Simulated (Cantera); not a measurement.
BN + HCl + N2 (nitride etching)

Charge: 1 mol BN, 1.9 mol HCl, 0.88 mol N2, held at 1873.15 K and 0.100 bar.

Cantera equilibrium calculation (NASA polynomials, part measured and part estimated; ideal gas, pure solids and liquids). Candidate condensed phases: B, BN, NH4Cl; 21 gas species. The tables' values for BCl2, BCl are old estimates; treat these amounts as uncertain. Gases not in the tables: BHCl2. The numbers say what is thermodynamically allowed, not how fast it happens.

The x(HCl) comes out as 0.554, the x(N2) comes out as 0.336 and the x(H2) is 0.0626. The x(BCl3) comes out as 0.0383, the x(Cl) is 0.00343 and the x(BCl2) is 0.00307. The x(BCl) is 0.00135 and the x(H) comes out as 0.000511. The x(Cl2) is 6.08e-6, the n(BN(s)) is 0.881 mol and the gas amount is 2.794 mol. The log10 activity of B(s) (absent) comes out as -1.67.
